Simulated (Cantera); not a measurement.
Standard-state values (1 bar) from the NASA 1993 polynomials, evaluated with Cantera. Values are per mole of reaction as written; species without (g) are pure solids or liquids, kept so even where they would boil at 1 bar.

Q: Between 300 and 1800 K, where is each reaction favourable under standard conditions?
- CS₂(g) + 2 Ni + 4 H(g) ⇌ CH₄(g) + 2 NiS

A: 
- CS₂(g) + 2 Ni + 4 H(g) ⇌ CH₄(g) + 2 NiS: ΔG° is -1100 kJ at 300 K and -394 kJ at 1800 K; it stays negative (K > 1). ΔH° is -1210 kJ and ΔS° -453 J/K at 1800 K.
